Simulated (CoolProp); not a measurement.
Computed with CoolProp (reference Helmholtz-energy equation of state, Marx 1992).

Task: For R113, give the phase and the cv (kJ/(kg K)), Joule-Thomson coefficient (K/MPa) at 382.8 K and 0.0723 MPa; 443.2 K and 0.912 MPa; 374.9 K and 0.0766 MPa.

Result: 
- 382.8 K and 0.0723 MPa: gas; cv 0.685, Joule-Thomson coefficient 16.6
- 443.2 K and 0.912 MPa: gas; cv 0.745, Joule-Thomson coefficient 14.2
- 374.9 K and 0.0766 MPa: gas; cv 0.679, Joule-Thomson coefficient 17.7
